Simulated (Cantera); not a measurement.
Hydrocarbon pyrolysis for carbon deposition

A perfectly stirred reactor is fed with C3H8 : H2 = 1 : 51 (molar parts), at 100000 Pa; it is held at 1725 K, and followed from long to short residence time.

Computed with Cantera and GRI-Mech 3.0 (53 species, 325 reactions). GRI-Mech 3.0 was tuned for natural gas; its chemistry of propane as a main component is partial and can be far from experiment. GRI-Mech 3.0 stops at C3 and has no aromatics, soot or wall deposition, so with more carbon than oxygen in the feed, carbon stays in small species such as C2H2 where larger ones or solid carbon would form.

```csv
τ (s),x C3H8,x H2,x C2H6,x C2H4,x H
0.79,2.84e-7,0.965,1.69e-6,0.000757,0.000186
0.25,8.87e-7,0.964,2.12e-6,0.000748,0.000191
0.082,2.63e-6,0.963,3.08e-6,0.000763,0.000204
0.027,7.48e-6,0.962,5.07e-6,0.000859,0.000235
0.0086,2.07e-5,0.961,9.12e-6,0.00113,0.000300
0.0028,5.32e-5,0.961,1.63e-5,0.00171,0.000407
0.00090,0.000133,0.961,2.84e-5,0.00287,0.000565
```
x: mole fraction; the columns are a selection and need not sum to one.
